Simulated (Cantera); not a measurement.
Charge: 1 mol B2H6, 0.77 mol O2, 30 mol H2, equilibrated at 1802 °C and 100 Torr.

Method: chemical equilibrium by Gibbs-energy minimisation in Cantera with the NASA 1993 tables (ideal gas, pure condensed phases). Candidate condensed phases: B, B2O3, B3O3H3, H2O; 23 gas species. The feed counts by its element totals alone. The tables' values for BH2 are old estimates; treat these amounts as uncertain. Gases not in the tables: B2H6 and higher boranes. The numbers say what is thermodynamically allowed, not how fast it happens.

Base state: H2 0.950, HBO 0.0351, H 0.00711, BO 0.00355, B2O2 0.00316, BH2 0.000673, HBO2 9.41e-5, B2O 6.27e-5 (mole fractions); condensed: B(s).

### Question
What changes in the equilibrium state with this change: pressure from 100 Torr to 17.3 Torr?

### Answer
```json
[
 {"species": "H2", "before": "0.950", "after": "0.940"},
 {"species": "HBO", "before": "0.0351", "after": "0.0317"},
 {"species": "H", "before": "0.00711", "after": "0.0170"},
 {"species": "BO", "before": "0.00355", "after": "0.00778"},
 {"species": "B", "before": "3.33e-6", "after": "1.93e-5"},
 {"species": "B2O3", "before": "5.70e-5", "after": "1.79e-5"},
 {"species": "HBO2", "before": "9.41e-5", "after": "3.22e-5"},
 {"species": "H2O", "before": "1.82e-5", "after": "6.82e-6"},
 {"species": "B(s), mol", "before": "0.440", "after": "0.433"}
]
```

### Question
What changes in the equilibrium state with this change: O2 from 0.77 to 0.06 mol?

### Answer
```csv
species,before,after
H2,0.950,0.988
H,0.00711,0.00725
HBO,0.0351,0.00323
BO,0.00355,0.000321
B2O3,5.70e-5,4.22e-8
B2O2,0.00316,2.59e-5
HBO2,9.41e-5,7.86e-7
B2O,6.27e-5,5.67e-6
H2O,1.82e-5,1.71e-6
"B(s), mol",0.440,1.86
```
